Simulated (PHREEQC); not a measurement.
Dissolve 0.046 mol/kgw Mn(NO3)2 at 85 °C. Closed to the air; pH follows from the charge balance.

Model: ion-association model, wateq4f.dat, run in PHREEQC.

Question: The ionic strength comes out as 0.137 mol/kgw. What activity coefficients do NO3-, Mn+2, MnOH+, H+ get?

Answer: NO3- 0.70, Mn+2 0.33, MnOH+ 0.74, H+ 0.79.

This is a speciation only: nothing precipitates in the calculation. Constants without temperature data keep their 25 °C values here.
